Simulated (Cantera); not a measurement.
# NO annealing gas

A perfectly stirred reactor is fed with 18.5 % NO, 81.5 % N2, at 0.133 bar; it is held at 1650 K, and followed from long to short residence time.

Model: GRI-Mech 3.0 (53 species, 325 reactions), integrated in Cantera.

| τ (s) | x NO | x O | x O2 | x NO2 | x N2O | x N2 |
|---|---|---|---|---|---|---|
| 23 | 0.174 | 6.19e-6 | 0.00554 | 3.95e-5 | 1.09e-5 | 0.820 |
| 7.4 | 0.181 | 4.38e-6 | 0.00186 | 2.82e-5 | 1.18e-5 | 0.817 |
| 2.4 | 0.184 | 3.52e-6 | 0.000597 | 2.23e-5 | 1.20e-5 | 0.815 |
| 0.75 | 0.185 | 3.10e-6 | 0.000176 | 1.93e-5 | 1.16e-5 | 0.815 |
| 0.24 | 0.185 | 2.75e-6 | 4.67e-5 | 1.67e-5 | 1.03e-5 | 0.815 |
| 0.077 | 0.185 | 2.12e-6 | 8.74e-6 | 1.20e-5 | 7.51e-6 | 0.815 |
| 0.024 | 0.185 | 1.18e-6 | 7.54e-7 | 5.30e-6 | 3.99e-6 | 0.815 |
| 0.0078 | 0.185 | 5.77e-7 | 5.00e-8 | 1.52e-6 | 1.65e-6 | 0.815 |
| 0.0025 | 0.185 | 2.98e-7 | 4.65e-9 | 3.38e-7 | 5.82e-7 | 0.815 |
| 0.00079 | 0.185 | 1.40e-7 | 5.59e-10 | 5.61e-8 | 1.90e-7 | 0.815 |
| 0.00025 | 0.185 | 5.42e-8 | 6.59e-11 | 7.16e-9 | 6.07e-8 | 0.815 |
x: mole fraction; the columns are a selection and need not sum to one.
